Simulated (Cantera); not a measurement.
An adiabatic, constant-volume homogeneous reactor starts with 3.73 % CH4, 0.373 % H2, 20.1 % O2, 75.8 % N2, at 1475 K and 100000 Pa.

Detailed kinetics in Cantera: GRI-Mech 3.0 (53 species, 325 reactions).

### Question
Predict: time of steepest temperature rise; temperature at 0.200 s; equilibrium temperature; x(H2) at 0.200 s; x(O2) at 0.200 s; x(O) at 0.200 s; x(CO) at 0.200 s.

### Answer
- time of steepest temperature rise: 0.677 ms
- temperature at 0.200 s: 2395 K
- equilibrium temperature: 2395 K
- x(H2) at 0.200 s: 0.000601 (gas-phase equilibrium 0.000601)
- x(O2) at 0.200 s: 0.116 (gas-phase equilibrium 0.116)
- x(O) at 0.200 s: 0.00227 (gas-phase equilibrium 0.00227)
- x(CO) at 0.200 s: 0.00170 (gas-phase equilibrium 0.00170)
